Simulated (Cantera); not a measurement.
A closed system holds: 1 mol Si, 0.5 mol Cl₂, 7.3 mol H₂, equilibrated at 748 K and 0.400 bar.

Method: chemical equilibrium by Gibbs-energy minimisation in Cantera with the NASA 1993 tables (ideal gas, pure condensed phases). Candidate condensed phases: Si; 19 gas species. Kinetics and transport are ignored.

Base state: H₂ 0.962, SiCl₄ 0.0210, SiHCl₃ 0.0156, SiH₂Cl₂ 0.000848, HCl 0.000568, SiH₃Cl 1.03e-5 (mole fractions); condensed: Si(s).

Task: What changes in the equilibrium state with this change: Si replaced by SiCl₄?

Result: 
| species | before | after |
|---|---|---|
| H₂ | 0.962 | 0.772 |
| HCl | 0.000568 | 0.114 |
| SiCl₄ | 0.0210 | 0.113 |
| SiHCl₃ | 0.0156 | 0.000337 |
| SiH₂Cl₂ | 0.000848 | 7.34e-8 |
| SiH₃Cl | 1.03e-5 | <1e-9 |
| Si(s), mol | 0.718 | 0 |
